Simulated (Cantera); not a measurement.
Premixed flame

A freely propagating, adiabatic, planar premixed flame of CH₄ : C₂H₆ : O₂ : N₂ : CO₂ = 1 : 0.086 : 1.7 : 6.41 : 0.28 (molar parts), unburnt at 375 K and 6450 Torr; mixture-averaged transport, grid criteria slope 0.08 and curve 0.16, no radiation.

Detailed kinetics in Cantera: GRI-Mech 3.0 (53 species, 325 reactions). Burning velocities carry a grid error of a few per cent, more on coarse grids.

```tsv
z (mm)	T (K)	u (m/s)	x CH₄	x C₂H₆	x O₂	x H₂	x HO₂	x CH₂O
-0.635	375	0.0965	0.105	0.00906	0.179	0.00185	<1e-8	1.10e-7
-0.424	382	0.0987	0.104	0.00902	0.178	0.00538	1.49e-7	3.44e-6
-0.318	411	0.107	0.102	0.00893	0.175	0.00965	8.56e-7	2.39e-5
-0.212	553	0.145	0.0927	0.00843	0.163	0.0168	7.92e-6	0.000193
-0.106	1037	0.277	0.0620	0.00546	0.114	0.0259	9.19e-5	0.00116
-0.0529	1429	0.387	0.0361	0.00230	0.0692	0.0304	0.000131	0.00140
0	1775	0.484	0.0137	0.000398	0.0275	0.0335	3.84e-5	0.000381
0.0529	1938	0.530	0.00503	4.46e-5	0.00822	0.0348	7.46e-6	9.44e-5
0.106	1989	0.544	0.00286	9.39e-6	0.00271	0.0359	1.65e-6	3.66e-5
0.212	2012	0.550	0.00178	1.59e-6	0.000486	0.0378	1.76e-7	1.17e-5
0.424	2015	0.551	0.00115	3.78e-7	3.84e-5	0.0399	1.09e-8	4.86e-6
0.847	2012	0.551	0.000636	1.02e-7	7.13e-7	0.0418	<1e-8	2.38e-6
1.69	2009	0.551	0.000247	1.50e-8	1.80e-7	0.0432	<1e-8	8.65e-7
```
x: mole fraction of selected species; z is measured from the peak of heat release.

```json
{
  "laminar_burning_velocity": "9.62 cm/s",
  "thermal_thickness": "0.212 mm",
  "peak x(H₂)": "0.0440",
  "peak x(HO₂)": "0.000146",
  "peak x(CH₂O)": "0.00153",
  "grid_points": "125"
}
```
